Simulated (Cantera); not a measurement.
An adiabatic, constant-volume homogeneous reactor starts with CH4 : CO : O2 : N2 = 1 : 0.13 : 1.21 : 4.57 (molar parts), equivalence ratio 1.7, at 1525 K and 3.06 atm. Integrator tolerance rtol = 1e-08.

Cantera simulation using GRI-Mech 3.0 (53 species, 325 reactions); the numbers are that mechanism's predictions, not measurements.

```json
[
 {"quantity": "time of steepest temperature rise", "before": "0.474 ms", "after": "0.509 ms"},
 {"quantity": "temperature at 0.200 s", "before": "2953 K", "after": "2936 K"},
 {"quantity": "equilibrium temperature", "before": "2953 K", "after": "2936 K"},
 {"quantity": "x(CH4) at 0.200 s", "before": "2.41e-11 (gas-phase equilibrium 2.75e-11)", "after": "3.00e-11 (gas-phase equilibrium 3.41e-11)"},
 {"quantity": "x(CO) at 0.200 s", "before": "0.120 (gas-phase equilibrium 0.120)", "after": "0.138 (gas-phase equilibrium 0.138)"},
 {"quantity": "x(O2) at 0.200 s", "before": "0.000480 (gas-phase equilibrium 0.000480)", "after": "0.000397 (gas-phase equilibrium 0.000397)"},
 {"quantity": "x(H2O2) at 0.200 s", "before": "1.34e-7 (gas-phase equilibrium 1.34e-7)", "after": "1.14e-7 (gas-phase equilibrium 1.14e-7)"},
 {"quantity": "x(NO2) at 0.200 s", "before": "1.38e-7 (gas-phase equilibrium 1.38e-7)", "after": "1.12e-7 (gas-phase equilibrium 1.12e-7)"},
 {"quantity": "x(H2) at 0.200 s", "before": "0.0980 (gas-phase equilibrium 0.0980)", "after": "0.0984 (gas-phase equilibrium 0.0984)"}
]
```

Question: What was changed between the two runs?
A) constant pressure in place of constant volume
B) CO 0.13 to 0.32 parts
C) initial temperature 1525 to 1125 K
D) O2 1.21 to 0.59 parts

Answer: B, CO 0.13 to 0.32 parts
